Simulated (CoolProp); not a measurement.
Saturation properties of n-heptane (Tc = 268.1 °C, pc = 2.774 MPa, ω = 0.349).

Values from CoolProp's reference Helmholtz-energy equation of state, Span 2003. It is a short technical equation, of lower accuracy than the large ones.

```csv
T (°C),p (MPa),liquid density (kg/m³),enthalpy of vaporisation (kJ/kg)
69.35,___,___,___
79.55,0.05624,631.8,___
89.65,0.07782,622.4,323.1
99.75,0.1055,612.9,315.9
109.95,0.1406,603.0,308.3
120.05,___,593.0,___
130.25,0.2372,582.5,292.3
140.35,0.3010,571.7,283.7
150.45,0.3771,560.6,274.7
160.65,0.4680,548.8,265.0
170.75,0.5733,536.5,254.7
```

Task: Some entries are withheld; supply them.

Result: 
- 69.35, p (MPa): 0.03958
- 69.35, liquid density (kg/m³): 641.0
- 69.35, enthalpy of vaporisation (kJ/kg): 336.9
- 79.55, enthalpy of vaporisation (kJ/kg): 330.1
- 120.05, p (MPa): 0.1838
- 120.05, enthalpy of vaporisation (kJ/kg): 300.5

It boils at 98.4 °C under 1 atm.
